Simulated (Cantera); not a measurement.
An isothermal, constant-pressure homogeneous reactor starts with CH4 : N2 = 1 : 67 (molar parts), at 1873 K and 0.0148 atm. Integrator tolerance rtol = 1e-08.

Model: GRI-Mech 3.0 (53 species, 325 reactions), integrated in Cantera. GRI-Mech 3.0 stops at C3 and has no aromatics, soot or wall deposition, so with more carbon than oxygen in the feed, carbon stays in small species such as C2H2 where larger ones or solid carbon would form. Radical loss at walls, strong at low pressure, is not modelled.

Question: What does this change do: pressure from 0.0148 atm to 0.000217 atm?

Answer: 
```json
[
 {"quantity": "x(CH4) at 4.00 s", "before": "8.22e-7 (gas-phase equilibrium 3.45e-8)", "after": "0.00611 (gas-phase equilibrium 4.13e-10)"},
 {"quantity": "x(C2H4) at 4.00 s", "before": "3.45e-8 (gas-phase equilibrium 2.12e-9)", "after": "0.000318 (gas-phase equilibrium 2.69e-11)"},
 {"quantity": "x(C2H6) at 4.00 s", "before": "<1e-12 (gas-phase equilibrium <1e-12)", "after": "3.74e-8 (gas-phase equilibrium <1e-12)"},
 {"quantity": "x(H2) at 4.00 s", "before": "0.0215 (gas-phase equilibrium 0.0213)", "after": "0.0116 (gas-phase equilibrium 0.0187)"},
 {"quantity": "x(C2H) at 4.00 s", "before": "1.93e-6 (gas-phase equilibrium 1.97e-7)", "after": "3.59e-7 (gas-phase equilibrium 1.72e-6)"},
 {"quantity": "x(HCN) at 4.00 s", "before": "0.000113 (gas-phase equilibrium 0.0136)", "after": "3.69e-6 (gas-phase equilibrium 0.0135)"}
]
```

Question: What does this change do: CH4 1 to 5.2 parts?

Answer: 
```json
[
 {"quantity": "x(CH4) at 4.00 s", "before": "8.22e-7 (gas-phase equilibrium 3.45e-8)", "after": "6.16e-6 (gas-phase equilibrium 1.43e-6)"},
 {"quantity": "x(C2H4) at 4.00 s", "before": "3.45e-8 (gas-phase equilibrium 2.12e-9)", "after": "7.20e-7 (gas-phase equilibrium 1.65e-7)"},
 {"quantity": "x(C2H6) at 4.00 s", "before": "<1e-12 (gas-phase equilibrium <1e-12)", "after": "3.22e-12 (gas-phase equilibrium <1e-12)"},
 {"quantity": "x(H2) at 4.00 s", "before": "0.0215 (gas-phase equilibrium 0.0213)", "after": "0.0999 (gas-phase equilibrium 0.0999)"},
 {"quantity": "x(C2H) at 4.00 s", "before": "1.93e-6 (gas-phase equilibrium 1.97e-7)", "after": "6.49e-6 (gas-phase equilibrium 1.52e-6)"},
 {"quantity": "x(HCN) at 4.00 s", "before": "0.000113 (gas-phase equilibrium 0.0136)", "after": "0.000116 (gas-phase equilibrium 0.0517)"}
]
```

Question: What does this change do: pressure from 0.0148 atm to 1.68 atm?

Answer: 
```tsv
quantity	before	after
x(CH4) at 4.00 s	8.22e-7 (gas-phase equilibrium 3.45e-8)	1.31e-5 (gas-phase equilibrium 4.01e-6)
x(C2H4) at 4.00 s	3.45e-8 (gas-phase equilibrium 2.12e-9)	3.79e-6 (gas-phase equilibrium 2.44e-7)
x(C2H6) at 4.00 s	<1e-12 (gas-phase equilibrium <1e-12)	9.36e-11 (gas-phase equilibrium 8.06e-12)
x(H2) at 4.00 s	0.0215 (gas-phase equilibrium 0.0213)	0.0217 (gas-phase equilibrium 0.0217)
x(C2H) at 4.00 s	1.93e-6 (gas-phase equilibrium 1.97e-7)	2.87e-7 (gas-phase equilibrium 1.84e-8)
x(HCN) at 4.00 s	0.000113 (gas-phase equilibrium 0.0136)	6.48e-5 (gas-phase equilibrium 0.0136)
```
